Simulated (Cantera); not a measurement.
An isothermal plug-flow reactor at 700 K and 0.987 atm (inlet), inlet velocity 0.51 m/s, active area per volume 230 1/m; feed CO : O₂ : N₂ : H₂O = 0.011 : 0.028 : 0.79 : 0.012 (molar parts), equivalence ratio 0.20.

Model: Deutschmann's 1995 Pt surface mechanism with GRI-Mech 3.0 gas chemistry, integrated in Cantera. Catalytic surfaces can have several steady states; this one follows from the mechanism file's or the stated starting coverage. Mass transfer to the wall is taken as infinitely fast.

**Question.** What does this change do: area per volume 230 to 1000 1/m?

**Answer.** 
| quantity | before | after |
|---|---|---|
| x(CO) at z = 0.015 m | 0.00116 | 0.000167 |
| x(O₂) at z = 0.015 m | 0.0275 | 0.0270 |
| x(H₂O) at z = 0.015 m | 0.0144 | 0.0144 |
| x(CO₂) at z = 0.015 m | 0.0120 | 0.0130 |
| θ(free Pt) at the exit | 0.0246 | 0.0148 |
| θ(O*) at the exit | 0.971 | 0.982 |
| θ(OH*) at the exit | 0.00361 | 0.00282 |

**Question.** What does this change do: temperature 700 to 475 K?

**Answer.** 
```tsv
quantity	before	after
x(CO) at z = 0.015 m	0.00116	0.0131
x(O₂) at z = 0.015 m	0.0275	0.0333
x(H₂O) at z = 0.015 m	0.0144	0.0143
x(CO₂) at z = 0.015 m	0.0120	2.55e-7
θ(O*) at the exit	0.971	0.00124
```

**Question.** What does this change do: inlet velocity 0.51 to 0.59 m/s?

**Answer.** 
```csv
quantity,before,after
x(CO) at z = 0.015 m,0.00116,0.00147
x(O₂) at z = 0.015 m,0.0275,0.0276
x(H₂O) at z = 0.015 m,0.0144,0.0144
x(CO₂) at z = 0.015 m,0.0120,0.0117
θ(free Pt) at the exit,0.0246,0.0388
θ(O*) at the exit,0.971,0.954
θ(OH*) at the exit,0.00361,0.00450
```
